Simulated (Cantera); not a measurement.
A perfectly stirred reactor is fed with CH₄ : H₂ = 0.027 : 1 (molar parts), at 17000 Pa; it is held at 1573 K, and followed from long to short residence time.

Computed with Cantera and GRI-Mech 3.0 (53 species, 325 reactions). GRI-Mech 3.0 stops at C3 and has no aromatics, soot or wall deposition, so with more carbon than oxygen in the feed, carbon stays in small species such as C2H2 where larger ones or solid carbon would form.

Problem. Predict: x(CH₄) at τ = 23.0 s; x(H₂) at τ = 23.0 s; x(C₂H₆) at τ = 23.0 s; x(C₂H₄) at τ = 23.0 s; x(CH₃) at τ = 23.0 s; x(CH₄) at τ = 66.0 ms; x(H₂) at τ = 66.0 ms; x(C₂H₆) at τ = 66.0 ms; x(C₂H₄) at τ = 66.0 ms; x(CH₃) at τ = 66.0 ms.

Solution. 
| Item | Result |
|---|---|
| x(CH₄) at τ = 23.0 s | 0.0105 |
| x(H₂) at τ = 23.0 s | 0.982 |
| x(C₂H₆) at τ = 23.0 s | 3.18e-7 |
| x(C₂H₄) at τ = 23.0 s | 0.000179 |
| x(CH₃) at τ = 23.0 s | 2.09e-5 |
| x(CH₄) at τ = 66.0 ms | 0.0259 |
| x(H₂) at τ = 66.0 ms | 0.974 |
| x(C₂H₆) at τ = 66.0 ms | 1.29e-6 |
| x(C₂H₄) at τ = 66.0 ms | 1.97e-5 |
| x(CH₃) at τ = 66.0 ms | 4.68e-5 |
